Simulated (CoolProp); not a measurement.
The numbers come from the reference Helmholtz-energy equation of state, Platzer 1990 in CoolProp. This equation is an older, rougher fit; its heat capacities, sound speeds and derivatives of the liquid may be far off and weren't checked against measurements.

Question: Give the vapour pressure (bar), vapour density (kg/m³), liquid conductivity (mW/(m K)) of saturated CF4 (R14) at 132.4, 163.4 K.

Answer: 
| T (K) | p (bar) | vapour density (kg/m³) | liquid conductivity (mW/(m K)) |
|---|---|---|---|
| 132.4 | 0.376 | 3.05 | 105 |
| 163.4 | 3.13 | 22.1 | 81.8 |

Thermal conductivity comes from a separate model (Huber 2003), an estimate that may be off by 10 % or more.
